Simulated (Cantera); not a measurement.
Charge: 1 mol CF4, 0.061 mol H2, at 1450 K and 0.133 bar.

These are equilibrium values from Cantera (NASA tables, ideal gas, pure condensed phases), not measurements of a reactor. Candidate condensed phases: C, C6H6, C7H8, C8H18; 95 gas species. Gases not in the tables: C2F6 and larger saturated fluorocarbons. Rates play no part.

Base state: CF4 0.888, HF 0.112, CF2 5.09e-5, CF3 2.54e-5 (mole fractions); condensed: C(graphite).

Problem. What changes in the equilibrium state with this change: temperature from 1450 K to 3373.15 K?

Solution. 
```csv
species,before,after
F,3.62e-6,0.762
CF,<1e-9,0.114
CF2,5.09e-5,0.0594
CF4,0.888,1.02e-5
C3,<1e-9,0.0222
HF,0.112,0.0306
C,<1e-9,0.00583
C2,<1e-9,0.00371
H,<1e-9,0.000655
C5,<1e-9,0.000476
C4,<1e-9,0.000128
"C(graphite), mol",0.0305,0
```

Problem. What changes in the equilibrium state with this change: H2 from 0.061 to 0.83 mol?

Solution. 
```tsv
species	before	after
HF	0.112	0.739
CF4	0.888	0.261
CF2	5.09e-5	2.76e-5
CF3	2.54e-5	1.01e-5
C(graphite), mol	0.0305	0.415
```

Problem. What changes in the equilibrium state with this change: H2 from 0.061 to 0.93 mol?

Solution. 
```tsv
species	before	after
HF	0.112	0.777
CF4	0.888	0.223
CF2	5.09e-5	2.55e-5
CF3	2.54e-5	9.01e-6
C(graphite), mol	0.0305	0.465
```
